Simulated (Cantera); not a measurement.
Cantera run, input and output.

```python
import numpy as np
import cantera as ct

gas = ct.Solution("h2o2.yaml")
gas.TPX = 350, 720000, {'H2': 1, 'O2': 0.455, 'N2': 1.71}
flame = ct.FreeFlame(gas, width=0.01)
flame.set_refine_criteria(ratio=3, slope=0.08, curve=0.16)
flame.transport_model = "mixture-averaged"
flame.solve(loglevel=0, auto=True)
z, T = flame.grid, flame.T
thick = (T[-1] - T[0]) / np.gradient(T, z).max()
show = ['H2', 'O2', 'H', 'HO2', 'H2O2', 'O']
print(f"laminar burning velocity  {flame.velocity[0] * 100:.3f} cm/s")
print(f"burnt temperature         {T[-1]:.1f} K")
print(f"thermal thickness         {thick * 1e3:.4f} mm")
print(f"grid points               {len(z)}")
z0 = z[flame.heat_release_rate.argmax()]
print(f"{'z/mm':>9s}{'T/K':>9s}{'u/(m/s)':>9s}" + "".join(f"{s:>11s}" for s in show))
rows = []
for k in (-3, -2, -1.5, -1, -0.5, -0.25, 0, 0.25, 0.5, 1, 2, 4, 8):
    zz = z0 + k * thick
    rows.append([k * thick, np.interp(zz, z, T), np.interp(zz, z, flame.velocity),
                 *(np.interp(zz, z, flame.X[gas.species_index(s)]) for s in show)])
    print(f"{rows[-1][0] * 1e3:9.3f}{rows[-1][1]:9.1f}{rows[-1][2]:9.3f}" + "".join(f"{x:11.3e}" for x in rows[-1][3:]))
```

Output:

```
laminar burning velocity  268.804 cm/s
burnt temperature         2485.6 K
thermal thickness         0.0326 mm
grid points               112
     z/mm      T/K  u/(m/s)         H2         O2          H        HO2       H2O2          O
   -0.098    350.0    2.688  3.159e-01  1.438e-01  2.609e-15  6.442e-10  1.245e-10  7.014e-11
   -0.065    350.1    2.687  3.156e-01  1.438e-01  4.819e-14  1.240e-08  2.431e-09  9.284e-10
   -0.049    350.4    2.687  3.149e-01  1.440e-01  6.581e-13  1.004e-07  1.988e-08  5.326e-09
   -0.033    353.9    2.699  3.106e-01  1.449e-01  7.233e-11  2.727e-06  5.478e-07  7.473e-08
   -0.016    436.3    3.205  2.796e-01  1.494e-01  8.392e-07  2.904e-04  4.687e-05  3.866e-06
   -0.008    794.6    5.586  2.255e-01  1.401e-01  9.493e-04  1.357e-03  1.894e-04  1.680e-04
    0.000   1301.3    8.911  1.566e-01  1.049e-01  8.819e-03  6.171e-04  7.424e-05  1.675e-03
    0.008   1653.1   11.218  9.832e-02  6.149e-02  1.873e-02  2.831e-04  7.155e-06  3.901e-03
    0.016   1853.2   12.524  6.649e-02  3.405e-02  2.248e-02  1.339e-04  3.873e-06  4.722e-03
    0.033   2047.6   13.751  4.790e-02  1.594e-02  1.932e-02  5.030e-05  2.275e-06  4.288e-03
    0.065   2208.2   14.713  4.140e-02  9.438e-03  1.234e-02  2.288e-05  1.408e-06  2.710e-03
    0.131   2327.2   15.394  3.626e-02  5.801e-03  7.124e-03  1.055e-05  9.247e-07  1.400e-03
    0.261   2404.5   15.820  3.171e-02  3.315e-03  4.114e-03  4.573e-06  5.867e-07  6.794e-04
```

Computed with Cantera and the H2/O2 subset of GRI-Mech 3.0, which has no nitrogen chemistry. The hydrogen kinetics of GRI-Mech 3.0 are dated; newer H2 mechanisms differ, most at raised pressure. Burning velocities carry a grid error of a few per cent, more on coarse grids.
